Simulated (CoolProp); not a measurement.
Vapour-liquid equilibrium of methanol (1) + dimethyl carbonate (2) at 121.85 °C; x and y are mole fractions of (1).

The numbers come from the multi-fluid Helmholtz-energy mixture model, de Reuck 1993 and Zhou 2011; pair parameters Bell 2016 in CoolProp.

```json
[
 {"x": "0.05", "bubble pressure, mixture model (MPa)": "0.3090", "bubble pressure, Raoult's law (MPa)": "0.2744", "y, mixture model": "0.202", "y, Raoult's law": "0.123"},
 {"x": "0.15", "bubble pressure, mixture model (MPa)": "0.3983", "bubble pressure, Raoult's law (MPa)": "0.3165", "y, mixture model": "0.421", "y, Raoult's law": "0.320"},
 {"x": "0.25", "bubble pressure, mixture model (MPa)": "0.4671", "bubble pressure, Raoult's law (MPa)": "0.3587", "y, mixture model": "0.542", "y, Raoult's law": "0.470"},
 {"x": "0.35", "bubble pressure, mixture model (MPa)": "0.5206", "bubble pressure, Raoult's law (MPa)": "0.4008", "y, mixture model": "0.622", "y, Raoult's law": "0.589"},
 {"x": "0.45", "bubble pressure, mixture model (MPa)": "0.5627", "bubble pressure, Raoult's law (MPa)": "0.4430", "y, mixture model": "0.681", "y, Raoult's law": "0.685"},
 {"x": "0.55", "bubble pressure, mixture model (MPa)": "0.5963", "bubble pressure, Raoult's law (MPa)": "0.4851", "y, mixture model": "0.731", "y, Raoult's law": "0.765"},
 {"x": "0.65", "bubble pressure, mixture model (MPa)": "0.6236", "bubble pressure, Raoult's law (MPa)": "0.5273", "y, mixture model": "0.777", "y, Raoult's law": "0.832"},
 {"x": "0.75", "bubble pressure, mixture model (MPa)": "0.6460", "bubble pressure, Raoult's law (MPa)": "0.5694", "y, mixture model": "0.825", "y, Raoult's law": "0.889"},
 {"x": "0.85", "bubble pressure, mixture model (MPa)": "0.6634", "bubble pressure, Raoult's law (MPa)": "0.6115", "y, mixture model": "0.881", "y, Raoult's law": "0.938"},
 {"x": "0.95", "bubble pressure, mixture model (MPa)": "0.6737", "bubble pressure, Raoult's law (MPa)": "0.6537", "y, mixture model": "0.954", "y, Raoult's law": "0.981"}
]
```

The largest gap from Raoult's law is +30.2 % in bubble pressure, at x = 0.25. No azeotrope shows between x = 0.05 and 0.95.

The pair parameters rest on a limited set of measurements; away from them the model extrapolates.
